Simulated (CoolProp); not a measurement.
A single-stage vapour-compression cycle with n-perfluorobutane: evaporating at 309.15 K (dew point), condensing at 376.15 K (bubble point), superheat 0 K, subcooling 0 K, compressor efficiency 0.75, no pressure losses. Each further row changes one setting.

Model: reference Helmholtz-energy equation of state, Gao 2022, in CoolProp.

| case | cooling COP | pressure ratio | discharge temperature (K) | refrigerating effect (kJ/kg) | volumetric capacity (kJ/m³) |
|---|---|---|---|---|---|
| as stated | -0.183 | 5.03 | 376.1 | -2.72 | -108 |
| evaporating temperature 314.15 K | 0.0771 | 4.35 | 376.1 | 1.06 | 48.5 |
| condensing temperature 371.15 K | 0.348 | 4.54 | 371.2 | 5.01 | 199 |
| subcooling 5 K | 0.379 | 5.03 | 376.1 | 5.64 | 224 |
| superheat 10 K | 0.373 | 5.03 | 376.1 | 6.45 | 244 |
| compressor efficiency 0.65 | -0.158 | 5.03 | 376.1 | -2.72 | -108 |

The compression ends wet for: as stated; evaporating temperature 314.15 K; condensing temperature 371.15 K; subcooling 5 K; superheat 10 K; compressor efficiency 0.65.
